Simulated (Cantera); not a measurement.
Source: NASA polynomial tables (part measured, part estimated), evaluated in Cantera. Values are per mole of reaction as written; species without (g) are pure solids or liquids, kept so even where they would boil at 1 bar. The tables' values for C2F4, SiF2 are old estimates.

Task: Between 300 and 2773 K, where is each reaction favourable under standard conditions?
- C2F4(g) + 2 Si = 2 SiF2(g) + 2 C

Result: 
- C2F4(g) + 2 Si = 2 SiF2(g) + 2 C: ΔG° is -573 kJ at 300 K and -907 kJ at 2773 K; it stays negative (K > 1). ΔH° is -663 kJ and ΔS° 88 J/K at 2773 K.
